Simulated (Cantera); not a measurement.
# Low-pressure radical oxidation in H2/O2

An isothermal, constant-pressure homogeneous reactor starts with H2 : O2 : N2 = 0.017 : 1 : 4.3 (molar parts), equivalence ratio 0.0085, at 975 K and 0.0267 bar.

Computed with Cantera and GRI-Mech 3.0 (53 species, 325 reactions). Radical loss at walls, strong at low pressure, is not modelled.

| t (s) | x H2 | x O2 | x O | x N2O | x H | x NO |
|---|---|---|---|---|---|---|
| 0.000700 | 0.00320 | 0.188 | 2.21e-12 | <1e-12 | 2.36e-12 | <1e-12 |
| 0.00202 | 0.00320 | 0.188 | 1.37e-11 | <1e-12 | 6.15e-12 | <1e-12 |
| 0.00582 | 0.00320 | 0.188 | 1.50e-10 | <1e-12 | 4.30e-11 | <1e-12 |
| 0.0168 | 0.00320 | 0.188 | 2.72e-8 | <1e-12 | 7.24e-9 | <1e-12 |
| 0.0483 | 0.000775 | 0.186 | 0.000978 | 5.48e-10 | 0.000415 | 1.31e-9 |
| 0.139 | 1.33e-5 | 0.187 | 0.000312 | 4.11e-9 | 2.14e-5 | 5.86e-9 |
| 0.402 | 1.66e-6 | 0.187 | 5.37e-5 | 6.12e-9 | 1.33e-6 | 6.03e-9 |
| 1.16 | 2.24e-7 | 0.187 | 7.78e-6 | 7.01e-9 | 7.37e-8 | 6.02e-9 |
| 3.34 | 2.84e-8 | 0.187 | 1.17e-6 | 7.38e-9 | 4.40e-9 | 6.01e-9 |
| 9.63 | 3.77e-9 | 0.187 | 2.17e-7 | 7.55e-9 | 3.52e-10 | 6.01e-9 |
| 27.8 | 6.46e-10 | 0.187 | 5.01e-8 | 7.64e-9 | 3.91e-11 | 6.02e-9 |
| 80.0 | 1.50e-10 | 0.187 | 1.36e-8 | 7.69e-9 | 5.54e-12 | 6.03e-9 |
x: mole fraction; the columns are a selection and need not sum to one.

Equilibrium at this temperature and pressure: H2 1.86e-12, O2 0.187, O 1.92e-10, N2O 3.17e-10, H <1e-12, NO 2.27e-5 (gas phase only).
